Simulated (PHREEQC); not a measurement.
Make-up at 40 °C: 0.022 mol/kgw CdCl2 and 0.15 mol/kgw KCl. It is in equilibrium with CO2 at log p = -2 (atm). Otherwise closed; pH follows from the charge balance.

Model: ion-association model, wateq4f.dat, run in PHREEQC.

### Question
The ionic strength comes out as 0.172 mol/kgw. What activity coefficients do HCO3-, CdCl+, Cd+2, CdCl3-, K+ get?

### Answer
HCO3- 0.75, CdCl+ 0.75, Cd+2 0.31, CdCl3- 0.75, K+ 0.72.

No solid was allowed to form. At this temperature some constants are extrapolated from 25 °C, and those without enthalpy data are left unchanged.
